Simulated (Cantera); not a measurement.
Formation from one mole of O₂

Cantera with NASA thermochemical tables; ideal gases at 1 bar, condensed phases pure. Values are per mole of reaction as written; species without (g) are pure solids or liquids, kept so even where they would boil at 1 bar.

0.6667 Cr + O₂(g) ⇌ 0.6667 CrO₃(g)

```json
[
 {"T (K)": "875", "ΔH° (kJ)": "-197.0", "ΔS° (J/K)": "-47.2", "ΔG° (kJ)": "-155.7", "log10 K": "9.30"},
 {"T (K)": "1075", "ΔH° (kJ)": "-197.7", "ΔS° (J/K)": "-47.9", "ΔG° (kJ)": "-146.2", "log10 K": "7.10"},
 {"T (K)": "1275", "ΔH° (kJ)": "-198.8", "ΔS° (J/K)": "-48.9", "ΔG° (kJ)": "-136.5", "log10 K": "5.59"},
 {"T (K)": "1475", "ΔH° (kJ)": "-200.5", "ΔS° (J/K)": "-50.0", "ΔG° (kJ)": "-126.6", "log10 K": "4.48"},
 {"T (K)": "1675", "ΔH° (kJ)": "-202.7", "ΔS° (J/K)": "-51.4", "ΔG° (kJ)": "-116.5", "log10 K": "3.63"},
 {"T (K)": "1875", "ΔH° (kJ)": "-205.5", "ΔS° (J/K)": "-53.0", "ΔG° (kJ)": "-106.0", "log10 K": "2.95"}
]
```

C + O₂(g) ⇌ CO₂(g)

```tsv
T (K)	ΔH° (kJ)	ΔS° (J/K)	ΔG° (kJ)	log10 K
875	-394.3	1.5	-395.7	23.62
1075	-394.8	1.1	-395.9	19.24
1275	-395.2	0.7	-396.1	16.23
1475	-395.6	0.4	-396.2	14.03
1675	-396.1	0.1	-396.3	12.36
1875	-396.5	-0.1	-396.3	11.04
```

1.333 B + O₂(g) ⇌ 0.6667 B₂O₃(g)

| T (K) | ΔH° (kJ) | ΔS° (J/K) | ΔG° (kJ) | log10 K |
|---|---|---|---|---|
| 875 | -558.9 | -26.2 | -535.9 | 31.99 |
| 1075 | -559.7 | -27.1 | -530.6 | 25.78 |
| 1275 | -560.7 | -27.9 | -525.1 | 21.51 |
| 1475 | -561.7 | -28.7 | -519.5 | 18.40 |
| 1675 | -562.9 | -29.4 | -513.7 | 16.02 |
| 1875 | -564.2 | -30.1 | -507.7 | 14.14 |
